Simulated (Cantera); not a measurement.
Adiabatic ignition

An adiabatic, constant-volume homogeneous reactor starts with 10.6 % CH4, 7.96 % O2, 81.4 % N2, equivalence ratio 2.7, at 1525 K and 1.90 bar.

Cantera simulation using GRI-Mech 3.0 (53 species, 325 reactions); the numbers are that mechanism's predictions, not measurements.

| t (s) | T (K) | P (bar) | x CH4 | x O2 | x H2 | x H2O | x CO2 | x C2H | x CH2O |
|---|---|---|---|---|---|---|---|---|---|
| 1.00e-6 | 1525 | 1.90 | 0.106 | 0.0796 | 6.28e-8 | 1.86e-8 | <1e-12 | <1e-12 | 6.34e-10 |
| 3.15e-6 | 1525 | 1.90 | 0.106 | 0.0796 | 2.33e-7 | 9.55e-8 | <1e-12 | <1e-12 | 7.45e-9 |
| 9.92e-6 | 1525 | 1.90 | 0.106 | 0.0796 | 7.95e-7 | 4.66e-7 | 1.70e-11 | <1e-12 | 8.38e-8 |
| 3.12e-5 | 1525 | 1.90 | 0.106 | 0.0796 | 2.90e-6 | 3.11e-6 | 5.03e-10 | <1e-12 | 1.03e-6 |
| 9.84e-5 | 1525 | 1.90 | 0.106 | 0.0796 | 1.40e-5 | 2.59e-5 | 2.01e-8 | <1e-12 | 1.38e-5 |
| 0.000310 | 1526 | 1.90 | 0.106 | 0.0794 | 1.00e-4 | 0.000208 | 5.25e-7 | <1e-12 | 0.000128 |
| 0.000976 | 1537 | 1.92 | 0.103 | 0.0779 | 0.00111 | 0.00194 | 9.86e-6 | 1.71e-12 | 0.000741 |
| 0.00307 | 2106 | 2.89 | 0.00223 | 3.16e-8 | 0.108 | 0.0677 | 0.00779 | 1.96e-6 | 2.50e-6 |
| 0.00968 | 2095 | 2.93 | 0.00109 | 1.31e-8 | 0.134 | 0.0492 | 0.00603 | 4.18e-7 | 5.69e-7 |
| 0.0305 | 2087 | 2.94 | 0.000139 | 8.38e-9 | 0.145 | 0.0421 | 0.00524 | 1.43e-8 | 6.41e-8 |
| 0.0960 | 2087 | 2.95 | 6.82e-9 | 8.22e-9 | 0.145 | 0.0416 | 0.00518 | <1e-12 | 1.53e-8 |
| 0.302 | 2087 | 2.95 | 1.49e-9 | 8.25e-9 | 0.145 | 0.0416 | 0.00518 | <1e-12 | 1.53e-8 |
| 0.953 | 2087 | 2.95 | 1.39e-9 | 8.25e-9 | 0.145 | 0.0416 | 0.00518 | <1e-12 | 1.53e-8 |
| 3.00 | 2087 | 2.95 | 1.39e-9 | 8.25e-9 | 0.145 | 0.0416 | 0.00518 | <1e-12 | 1.53e-8 |
x: mole fraction; the columns are a selection and need not sum to one.

| Quantity | Result |
|---|---|
| time of steepest temperature rise | 2.02 ms |
| temperature at 3.00 s | 2087 K |
| equilibrium temperature | 2087 K |
| x(CH4) at 3.00 s | 1.39e-9 (gas-phase equilibrium 1.60e-9) |
| x(O2) at 3.00 s | 8.25e-9 (gas-phase equilibrium 8.25e-9) |
| x(H2) at 3.00 s | 0.145 (gas-phase equilibrium 0.145) |
